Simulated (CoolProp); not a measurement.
Vapour-liquid equilibrium of acetone (1) + p-xylene (2) at 316.6 K; x and y are mole fractions of (1).

The numbers come from the multi-fluid Helmholtz-energy mixture model, Lemmon 2006 and Zhou 2012; pair parameters Bell 2016 in CoolProp.

```
x     bubble pressure, mixture model (MPa)  bubble pressure, Raoult's law (MPa)  y, mixture model  y, Raoult's law
----  ------------------------------------  -----------------------------------  ----------------  ---------------
0.05                              0.009916                             0.006227             0.694            0.518
0.15                               0.02032                              0.01236             0.862            0.783
0.25                               0.02790                              0.01849             0.907            0.872
0.35                               0.03375                              0.02463             0.929            0.917
0.45                               0.03861                              0.03076             0.944            0.943
0.55                               0.04298                              0.03689             0.955            0.961
0.65                               0.04723                              0.04303             0.964            0.974
0.75                               0.05161                              0.04916             0.974            0.984
0.85                               0.05635                              0.05529             0.984            0.991
0.95                               0.06161                              0.06143             0.994            0.997
```

The largest gap from Raoult's law is +64.4 % in bubble pressure, at x = 0.15. No azeotrope shows between x = 0.05 and 0.95.

The pair parameters rest on a limited set of measurements; away from them the model extrapolates. With so large a gap from Raoult's law the liquid may split in two, which this calculation doesn't test in full.
